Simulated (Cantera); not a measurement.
Cantera run:

```python
import numpy as np
import cantera as ct

gas_names = """
    Cr CrO CrO2 CrO3 H HO2 H2 H2O H2O2 O OH O2 O3
""".split()
cond_names = """
    Cr(cr) Cr(L) Cr2O3(s) Cr2O3(L) H2O(s) H2O(L)
""".split()


def load(file, names, dense=False):
    # The tables refer to 1 bar. Condensed volumes are neglected.
    table = {s.name: s for s in ct.Species.list_from_file(file)}
    out = []
    for n in names:
        d = dict(table[n].input_data)
        d["thermo"] = dict(d["thermo"], **{"reference-pressure": 1e5})
        if dense:
            d["equation-of-state"] = {"model": "constant-volume", "density": "1e6 g/cm^3"}
        out.append(ct.Species.from_dict(d))
    return out


gas = ct.Solution(thermo="ideal-gas", species=load("nasa_gas.yaml", gas_names))
cond = {s.name: ct.Solution(thermo="fixed-stoichiometry", species=[s], name=s.name)
        for s in load("nasa_condensed.yaml", cond_names, dense=True)}
atoms = {
    'Cr2O3': {'Cr': 2, 'O': 3},
    'H2': {'H': 2},
}
top_T = {}  # K; cautious upper limits of use, not melting points


def equilibrate(T, P, feed):
    n = {}
    for name, mol in feed.items():
        for a, k in atoms[name].items():
            n[a] = n.get(a, 0.0) + k * mol
    gas.TPX = T, P, n
    mass = sum(n.values()) * gas.mean_molecular_weight
    gas.equilibrate("TP")
    valid = [c for c in cond.values() if c.min_temp <= T <= top_T.get(c.name, c.max_temp)]
    mix = ct.Mixture([(gas, mass / gas.mean_molecular_weight)] + [(c, 0.0) for c in valid])
    mix.T, mix.P = T, P
    mix.equilibrate("TP", solver="vcs", rtol=1e-11, max_steps=5000)
    return mix


results = []
feed = {'Cr2O3': 1, 'H2': 3.8}  # mol
P = 1333.22  # Pa
for T in [1025, 1075, 1125, 1175, 1225, 1275, 1325, 1375, 1425, 1475, 1525, 1575]:
    mix = equilibrate(T, P, feed)
    results.append((T, P, feed, dict(zip(mix.species_names, mix.species_moles))))

top = {s: max(r[3][s] / sum(r[3][g] for g in gas_names) for r in results) for s in gas_names}
cols = sorted((s for s in top if top[s] > 0.001), key=lambda s: -top[s])[:5]
seen = [c for c in cond_names if any(r[3].get(c, 0) > 1e-12 for r in results)]
print("log10 of partial pressures in bar; condensed amounts in mol")
print(f"{'T/K':>10s}" + "".join(f"{s[:9]:>10s}" for s in cols + seen))
for T, P, feed, n in results:
    ng = sum(n[g] for g in gas_names)
    print(f"{T:10.4g}" + "".join(f"{np.log10(max(n[s] / ng * P / 1e5, 1e-99)):10.3f}" for s in cols)
          + "".join(f"{n.get(c, 0):10.4g}" for c in seen))
```

It prints:

```
log10 of partial pressures in bar; condensed amounts in mol
       T/K        H2       H2O    Cr(cr)  Cr2O3(s)
      1025    -1.875    -6.798 3.027e-05         1
      1075    -1.875    -6.499 6.028e-05         1
      1125    -1.875    -6.227 0.0001126    0.9999
      1175    -1.875    -5.979 0.0001992    0.9999
      1225    -1.875    -5.753 0.0003357    0.9998
      1275    -1.875    -5.544 0.0005421    0.9997
      1325    -1.875    -5.352 0.0008425    0.9996
      1375    -1.875    -5.174  0.001263    0.9994
      1425    -1.875    -5.009  0.001831    0.9991
      1475    -1.876    -4.855  0.002558    0.9987
      1525    -1.876    -4.712  0.003425    0.9982
      1575    -1.876    -4.578  0.004332    0.9975
```

These are equilibrium values from Cantera (NASA tables, ideal gas, pure condensed phases), not measurements of a reactor. Mutual solubility and eutectic melting of coexisting phases are not modelled.
